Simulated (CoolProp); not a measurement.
Computed with CoolProp (reference Helmholtz-energy equation of state, Gao 2022).

Question: For n-perfluorohexane, give the phase and the Joule-Thomson coefficient (K/MPa), fugacity coefficient at 336.3 K and 36.7 bar; 383.7 K and 34.8 bar; 381.5 K and 35.7 bar.

Answer: 
- 336.3 K and 36.7 bar: liquid; Joule-Thomson coefficient -0.210, fugacity coefficient 0.0413
- 383.7 K and 34.8 bar: liquid; Joule-Thomson coefficient -0.00657, fugacity coefficient 0.140
- 381.5 K and 35.7 bar: liquid; Joule-Thomson coefficient -0.0238, fugacity coefficient 0.131
